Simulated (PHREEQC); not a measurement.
Dissolve 1.7 mol K2CO3, 0.022 mol Na2SO4 and 3.2e-05 mol H4SiO4 per kg of water at 20 °C. Closed to the air; pH follows from the charge balance.

Equilibrium calculation in PHREEQC: Pitzer model, pitzer.dat.

Task: The ionic strength comes out as 5.16 mol/kgw. What activity coefficients do CO3-2, SO4-2, H3SiO4-, OH-, K+ get?

Result: CO3-2 0.13, SO4-2 0.043, H3SiO4- 0.40, OH- 1.6, K+ 0.44. Single-ion values are on the MacInnes scale.

No solid was allowed to form. In brines, pH and single-ion activities rest on the MacInnes convention.
